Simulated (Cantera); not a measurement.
# Adiabatic ignition

An adiabatic, constant-pressure homogeneous reactor starts with CH3OH : O2 : N2 = 1 : 0.75 : 2.82 (molar parts), at 1398 K and 3750 Torr.

Cantera simulation using GRI-Mech 3.0 (53 species, 325 reactions); the numbers are that mechanism's predictions, not measurements. GRI-Mech 3.0 was tuned for natural gas; its chemistry of methanol as a main component is partial and can be far from experiment.

```tsv
t (s)	T (K)	x CH3OH	x O2	x CH2O	x NO	x OH	x O	x HCO
1.00e-6	1398	0.219	0.164	6.21e-6	<1e-12	2.57e-8	2.09e-9	3.11e-11
2.26e-6	1398	0.219	0.164	1.54e-5	<1e-12	2.62e-8	2.16e-9	8.60e-11
5.09e-6	1398	0.219	0.164	3.85e-5	<1e-12	2.80e-8	2.25e-9	2.59e-10
1.15e-5	1398	0.219	0.164	9.84e-5	<1e-12	3.80e-8	2.43e-9	8.96e-10
2.59e-5	1398	0.218	0.164	0.000305	<1e-12	9.33e-8	3.20e-9	4.35e-9
5.85e-5	1400	0.217	0.163	0.00158	<1e-12	4.16e-7	7.48e-9	4.60e-8
0.000132	2154	5.67e-7	0.0122	8.93e-6	1.20e-6	0.00800	0.00226	6.99e-6
0.000298	2546	<1e-12	3.59e-5	3.26e-8	3.48e-5	0.00189	4.93e-5	4.31e-7
0.000672	2546	<1e-12	3.52e-5	3.26e-8	5.86e-5	0.00187	4.83e-5	4.28e-7
0.00152	2546	<1e-12	3.51e-5	3.26e-8	0.000107	0.00187	4.82e-5	4.27e-7
0.00342	2545	<1e-12	3.48e-5	3.27e-8	0.000185	0.00186	4.79e-5	4.27e-7
0.00772	2545	<1e-12	3.47e-5	3.27e-8	0.000242	0.00186	4.77e-5	4.27e-7
0.0174	2545	<1e-12	3.47e-5	3.27e-8	0.000251	0.00186	4.77e-5	4.27e-7
0.0393	2545	<1e-12	3.47e-5	3.27e-8	0.000251	0.00186	4.77e-5	4.27e-7
0.0886	2545	<1e-12	3.47e-5	3.27e-8	0.000251	0.00186	4.77e-5	4.27e-7
0.200	2545	<1e-12	3.47e-5	3.27e-8	0.000251	0.00186	4.77e-5	4.27e-7
```
x: mole fraction; the columns are a selection and need not sum to one.

The time of steepest temperature rise is 0.130 ms and the temperature at 0.200 s is 2545 K. The equilibrium temperature is 2545 K and the x(CH3OH) at 0.200 s comes out as <1e-12 (gas-phase equilibrium <1e-12). The x(O2) at 0.200 s is 3.47e-5 (gas-phase equilibrium 3.47e-5) and the x(CH2O) at 0.200 s is 3.27e-8 (gas-phase equilibrium 3.27e-8).
